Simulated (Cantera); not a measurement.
Cantera with NASA thermochemical tables; ideal gases at 1 bar, condensed phases pure. Values are per mole of reaction as written; species without (g) are pure solids or liquids, kept so even where they would boil at 1 bar.

V2O5 → 2 VO2(g) + O(g), with ΔH° = 1334.5 kJ and ΔS° = 560.9 J/K at 300 K.

How far is the shortcut ΔG° ≈ ΔH°(300 K) − T·ΔS°(300 K) from the full temperature-dependent value at 1125, 1275, 1425, 1575, 1725, 1875, 2025, 2175 K?


```json
[
 {"T (K)": "1125", "shortcut (kJ)": "703.5", "full (kJ)": "740.6", "difference (kJ)": "-37.2", "difference in log10 K": "1.73", "condensed phases": "V2O5(l)"},
 {"T (K)": "1275", "shortcut (kJ)": "619.3", "full (kJ)": "675.6", "difference (kJ)": "-56.3", "difference in log10 K": "2.30", "condensed phases": "V2O5(l)"},
 {"T (K)": "1425", "shortcut (kJ)": "535.2", "full (kJ)": "611.6", "difference (kJ)": "-76.3", "difference in log10 K": "2.80", "condensed phases": "V2O5(l)"},
 {"T (K)": "1575", "shortcut (kJ)": "451.1", "full (kJ)": "548.4", "difference (kJ)": "-97.3", "difference in log10 K": "3.23", "condensed phases": "V2O5(l)"},
 {"T (K)": "1725", "shortcut (kJ)": "366.9", "full (kJ)": "486.0", "difference (kJ)": "-119.1", "difference in log10 K": "3.61", "condensed phases": "V2O5(l)"},
 {"T (K)": "1875", "shortcut (kJ)": "282.8", "full (kJ)": "424.4", "difference (kJ)": "-141.6", "difference in log10 K": "3.94", "condensed phases": "V2O5(l)"},
 {"T (K)": "2025", "shortcut (kJ)": "198.7", "full (kJ)": "363.4", "difference (kJ)": "-164.8", "difference in log10 K": "4.25", "condensed phases": "V2O5(l)"},
 {"T (K)": "2175", "shortcut (kJ)": "114.5", "full (kJ)": "303.1", "difference (kJ)": "-188.5", "difference in log10 K": "4.53", "condensed phases": "V2O5(l)"}
]
```
The shortcut ignores heat capacities and the phase changes listed.
